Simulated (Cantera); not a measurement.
Input: 1 mol Si2H6, 6 mol O3, 19 mol N2, held at 1625 K.

These are equilibrium values from Cantera (NASA tables, ideal gas, pure condensed phases), not measurements of a reactor. Candidate condensed phases: H2O, Si, SiO2, Si2N2O, Si3N4; 35 gas species. The feed counts by its element totals alone. The tables hold silica as quartz up to 1696 K and as liquid above; real silica turns to tridymite and cristobalite and melts near 1996 K. The numbers say what is thermodynamically allowed, not how fast it happens.

Question: At 1400 Pa, list the 7 most abundant gas species with their mole fractions, and the condensed phases.

Answer: N2 0.690, O2 0.199, H2O 0.109, NO 0.00196, OH 0.000639, O 7.34e-5, H2 1.83e-5. Condensed: SiO2(β-quartz).
